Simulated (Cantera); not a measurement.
An adiabatic, constant-volume homogeneous reactor starts with 27.2 % H₂, 15.3 % O₂, 57.5 % N₂, equivalence ratio 0.89, at 975 K and 1.60 bar.

Computed with Cantera and the H2/O2 subset of GRI-Mech 3.0, which has no nitrogen chemistry.

Q: Predict: time of steepest temperature rise; temperature at 0.500 s; equilibrium temperature; x(H₂) at 0.500 s; x(O₂) at 0.500 s; x(H₂O₂) at 0.500 s; x(O) at 0.500 s; x(H₂O) at 0.500 s; x(OH) at 0.500 s; x(H) at 0.500 s.

A: 
```
Item                                                                Result
---------------------------------  ---------------------------------------
time of steepest temperature rise                                  11.1 ms
temperature at 0.500 s                                              2897 K
equilibrium temperature                                             2897 K
x(H₂) at 0.500 s                     0.0258 (gas-phase equilibrium 0.0258)
x(O₂) at 0.500 s                     0.0242 (gas-phase equilibrium 0.0242)
x(H₂O₂) at 0.500 s                 1.24e-6 (gas-phase equilibrium 1.24e-6)
x(O) at 0.500 s                    0.00597 (gas-phase equilibrium 0.00597)
x(H₂O) at 0.500 s                      0.262 (gas-phase equilibrium 0.262)
x(OH) at 0.500 s                     0.0277 (gas-phase equilibrium 0.0277)
x(H) at 0.500 s                    0.00894 (gas-phase equilibrium 0.00894)
```
